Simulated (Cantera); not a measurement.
An isothermal, constant-pressure homogeneous reactor starts with H2 : O2 = 0.011 : 1 (molar parts), equivalence ratio 0.0055, at 1375 K and 1.43 Torr. Integrator tolerance rtol = 1e-08.

Computed with Cantera and GRI-Mech 3.0 (53 species, 325 reactions). Radical loss at walls, strong at low pressure, is not modelled.

What does this change do: pressure from 1.43 Torr to 10.00 Torr?


```csv
quantity,before,after
x(H2) at 4.00 s,3.83e-5 (gas-phase equilibrium 7.75e-8),1.15e-6 (gas-phase equilibrium 2.93e-8)
x(O2) at 4.00 s,0.981 (gas-phase equilibrium 0.989),0.989 (gas-phase equilibrium 0.989)
x(H2O) at 4.00 s,0.0101 (gas-phase equilibrium 0.0109),0.0108 (gas-phase equilibrium 0.0109)
x(OH) at 4.00 s,0.00123 (gas-phase equilibrium 5.58e-5),0.000215 (gas-phase equilibrium 3.43e-5)
x(O) at 4.00 s,0.00773 (gas-phase equilibrium 1.46e-5),0.000218 (gas-phase equilibrium 5.52e-6)
x(H) at 4.00 s,0.000260 (gas-phase equilibrium 2.20e-8),1.26e-6 (gas-phase equilibrium 5.11e-9)
x(HO2) at 4.00 s,6.37e-8 (gas-phase equilibrium 1.62e-8),5.08e-8 (gas-phase equilibrium 2.63e-8)
```

What does this change do: O2 1 to 4.5 parts?


```tsv
quantity	before	after
x(H2) at 4.00 s	3.83e-5 (gas-phase equilibrium 7.75e-8)	2.35e-6 (gas-phase equilibrium 1.72e-8)
x(O2) at 4.00 s	0.981 (gas-phase equilibrium 0.989)	0.995 (gas-phase equilibrium 0.998)
x(H2O) at 4.00 s	0.0101 (gas-phase equilibrium 0.0109)	0.00227 (gas-phase equilibrium 0.00243)
x(OH) at 4.00 s	0.00123 (gas-phase equilibrium 5.58e-5)	0.000308 (gas-phase equilibrium 2.64e-5)
x(O) at 4.00 s	0.00773 (gas-phase equilibrium 1.46e-5)	0.00214 (gas-phase equilibrium 1.47e-5)
x(H) at 4.00 s	0.000260 (gas-phase equilibrium 2.20e-8)	1.77e-5 (gas-phase equilibrium 1.04e-8)
x(HO2) at 4.00 s	6.37e-8 (gas-phase equilibrium 1.62e-8)	1.62e-8 (gas-phase equilibrium 7.68e-9)
```
